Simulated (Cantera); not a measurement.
**Dilute partial oxidation**

An isothermal, constant-pressure homogeneous reactor starts with CH3OH : O2 : N2 = 0.019 : 0.0049 : 1 (molar parts), equivalence ratio 5.8, at 1350 K and 0.910 bar.

Model: GRI-Mech 3.0 (53 species, 325 reactions), integrated in Cantera. GRI-Mech 3.0 was tuned for natural gas; its chemistry of methanol as a main component is partial and can be far from experiment.

| t (s) | x CH3OH | x O2 | x N2O | x HO2 | x O | x NO2 | x C2H4 |
|---|---|---|---|---|---|---|---|
| 3.00e-6 | 0.0186 | 0.00479 | <1e-12 | 1.32e-8 | 8.07e-10 | <1e-12 | <1e-12 |
| 1.91e-5 | 0.0186 | 0.00478 | <1e-12 | 5.30e-7 | 1.79e-9 | <1e-12 | 2.88e-11 |
| 0.000121 | 0.0185 | 0.00478 | 2.45e-11 | 5.05e-6 | 1.93e-9 | <1e-12 | 1.06e-9 |
| 0.000771 | 0.0183 | 0.00471 | 1.22e-9 | 3.81e-5 | 3.64e-9 | 1.68e-12 | 1.10e-8 |
| 0.00490 | 3.25e-8 | 0.000577 | 1.65e-8 | 1.80e-7 | 2.00e-6 | <1e-12 | 7.93e-8 |
| 0.0311 | 3.66e-10 | 3.78e-9 | 3.31e-12 | 1.01e-12 | 9.79e-11 | <1e-12 | 4.41e-8 |
| 0.198 | 4.26e-11 | 1.09e-10 | <1e-12 | <1e-12 | 1.11e-12 | <1e-12 | 3.50e-8 |
| 1.26 | 8.27e-12 | 4.11e-12 | <1e-12 | <1e-12 | <1e-12 | <1e-12 | 3.33e-8 |
| 8.00 | 6.24e-12 | <1e-12 | <1e-12 | <1e-12 | <1e-12 | <1e-12 | 3.33e-8 |
x: mole fraction; the columns are a selection and need not sum to one.

Equilibrium at this temperature and pressure: CH3OH <1e-12, O2 <1e-12, N2O <1e-12, HO2 <1e-12, O <1e-12, NO2 <1e-12, C2H4 <1e-12 (gas phase only).
